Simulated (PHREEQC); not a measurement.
Make-up at 25 °C: 5 mmol/kgw H3BO3, 11 mmol/kgw K2HPO4 and 2.1 mmol/kgw NaCl. Closed to the air; pH follows from the charge balance.

All values are PHREEQC results (ion-association model, phreeqc.dat), not measurements.

This is a speciation only: nothing precipitates in the calculation.

Question: Order these P species by the share of P that they hold, largest first: HPO4-2, KHPO4-, NaHPO4-, H2PO4-.

Answer: HPO4-2 (93 %), H2PO4- (5.0 %), KHPO4- (2.0 %), NaHPO4- (0.19 %)

The pH is 8.25 and the ionic strength 0.0341 mol/kgw.
